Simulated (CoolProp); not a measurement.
Vapour-liquid equilibrium of propane (1) + isobutene (2) at 998 kPa; x and y are mole fractions of (1).

Values from CoolProp's multi-fluid Helmholtz-energy mixture model, Lemmon 2009 and Lemmon 2005; pair parameters Bell 2016.

```csv
x,bubble temperature (°C),y at the bubble point,dew temperature at overall composition x (°C),liquid density (mol/L)
0.05,66.5,0.115,68.9,9.470
0.125,61.3,0.257,66.2,9.628
0.2,?,0.372,63.4,9.771
0.275,52.9,0.468,60.6,9.905
0.35,49.5,0.550,57.7,10.03
0.425,46.3,0.623,54.7,10.16
0.5,?,0.688,51.6,10.28
0.575,40.6,0.748,48.4,?
0.65,38.0,0.802,45.1,10.53
0.725,35.4,0.852,41.7,?
0.8,33.0,0.898,38.1,10.78
0.875,30.6,0.940,34.2,10.90
0.95,28.3,0.977,30.0,11.02
```

Task: Complete the blanks.

Result: 
- 0.2, bubble temperature (°C): 56.8
- 0.5, bubble temperature (°C): 43.4
- 0.575, liquid density (mol/L): 10.41
- 0.725, liquid density (mol/L): 10.66

No azeotrope shows between x = 0.05 and 0.95.

The pair parameters rest on a limited set of measurements; away from them the model extrapolates. The gap from Raoult's law changes sign with composition, which may be real or a fault of the pair parameters; it wasn't checked against measurements.
